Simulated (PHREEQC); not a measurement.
Make-up at 55 °C: 0.0041 mol/kgw Na2CO3 and 0.00054 mol/kgw Al2(SO4)3. Closed to the air; pH follows from the charge balance.

Model: ion-association model, wateq4f.dat, run in PHREEQC.

Each row changes one thing in this solution. This is a speciation only: nothing precipitates in the calculation.

| case | pH | ionic strength (mol/kgw) | HCO3- (mol/kgw) | CO2 (mol/kgw) | NaHCO3 (mol/kgw) | CO3-2 (mol/kgw) | SI of Nahcolite (NaHCO3) | SI of Natron (Na2CO3:10H2O) |
|---|---|---|---|---|---|---|---|---|
| as made | 7.47 | 0.00971 | 0.00384 | 0.000227 | 1.42e-5 | 1.08e-5 | -4.30 | -9.17 |
| 0.00085 mol/kgw HF added | 6.98 | 0.00972 | 0.00345 | 0.000631 | 1.28e-5 | 3.12e-6 | -4.34 | -9.70 |
| temperature from 55 to 15 °C | 7.65 | 0.00974 | 0.00387 | … | 1.45e-5 | 8.58e-6 | -3.94 | … |
| Al2(SO4)3 left out | 10.22 | 0.00950 | 0.00130 | 1.37e-7 | 4.42e-6 | 0.00205 | -4.80 | -6.96 |
| 0.0008 mol/kgw KOH added | 9.02 | 0.0107 | 0.00358 | 5.87e-6 | 1.29e-5 | 0.000364 | -4.34 | -7.66 |
| 0.0037 mol/kgw KCl added | 7.46 | 0.0133 | 0.00384 | 0.000227 | 1.38e-5 | 1.11e-5 | -4.31 | -9.19 |

Problem. Some entries are withheld; supply them.

Solution. 
- temperature from 55 to 15 °C, CO2 (mol/kgw): 0.000207
- temperature from 55 to 15 °C, SI of Natron (Na2CO3:10H2O): -7.79

Some of these states are supersaturated (in Al(OH)3(a), Boehmite (slow to form), Gibbsite (slow to form), for instance). At this temperature some constants are extrapolated from 25 °C, and those without enthalpy data are left unchanged.
